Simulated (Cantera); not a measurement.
Input (Python, Cantera):

```python
import numpy as np
import cantera as ct

gas = ct.Solution("h2o2.yaml")
gas.TP = 300, 130000
flame = ct.CounterflowDiffusionFlame(gas, width=0.02)
flame.fuel_inlet.X, flame.fuel_inlet.T = {'H2': 1}, 325
flame.oxidizer_inlet.X, flame.oxidizer_inlet.T = {'O2': 0.22, 'N2': 0.78}, 398
flame.set_refine_criteria(ratio=3, slope=0.12, curve=0.24, prune=0.03)
show = ['OH', 'H', 'H2O', 'HO2']

rows = []
print(f"{'mdot':>8s}{'a_max':>10s}{'a_mean':>10s}{'Tmax/K':>9s}" + "".join(f"{s:>11s}" for s in show) + "   (peak mole fractions)")
for i, mdot in enumerate([0.78, 0.98, 1.2, 1.6, 2, 2.5, 3.1, 3.9, 4.9]):  # kg/m2/s on the oxidiser side
    flame.oxidizer_inlet.mdot, flame.fuel_inlet.mdot = mdot, 0.28 * mdot
    flame.solve(loglevel=0, auto=(i == 0))
    if flame.T.max() < max(325, 398) + 100:
        print(f"{mdot:8.3g}  no burning solution found from the previous one")
        break
    dT = np.abs(np.gradient(flame.T, flame.grid))
    rows.append([flame.strain_rate("max"), flame.strain_rate("mean"), flame.T.max(),
                 *(flame.X[gas.species_index(s)].max() for s in show), max(dT[0], dT[-1]) / dT.max()])
    print(f"{mdot:8.3g}{rows[-1][0]:10.1f}{rows[-1][1]:10.1f}{rows[-1][2]:9.1f}" + "".join(f"{x:11.3e}" for x in rows[-1][3:-1]))
```

Result:

```
    mdot     a_max    a_mean   Tmax/K         OH          H        H2O        HO2   (peak mole fractions)
    0.78     752.1     147.0   2524.5  2.071e-02  1.454e-02  2.904e-01  4.792e-05
    0.98     934.3     184.6   2502.5  2.091e-02  1.561e-02  2.883e-01  5.755e-05
     1.2    1122.3     226.1   2485.6  2.130e-02  1.673e-02  2.866e-01  6.577e-05
     1.6    1443.5     301.4   2453.1  2.158e-02  1.838e-02  2.842e-01  7.963e-05
       2    1743.1     376.8   2418.7  2.161e-02  1.970e-02  2.827e-01  9.094e-05
     2.5    2100.1     471.0   2380.3  2.154e-02  2.113e-02  2.811e-01  1.033e-04
     3.1    2534.4     584.0   2347.2  2.155e-02  2.277e-02  2.793e-01  1.164e-04
     3.9    3098.2     734.8   2312.1  2.154e-02  2.472e-02  2.774e-01  1.316e-04
     4.9    3774.1     923.2   2274.7  2.144e-02  2.675e-02  2.754e-01  1.474e-04
```

Cantera simulation using the H2/O2 subset of GRI-Mech 3.0, which has no nitrogen chemistry; the numbers are that mechanism's predictions, not measurements. The maximum strain rate includes the flame's own expansion and is several times the mean.
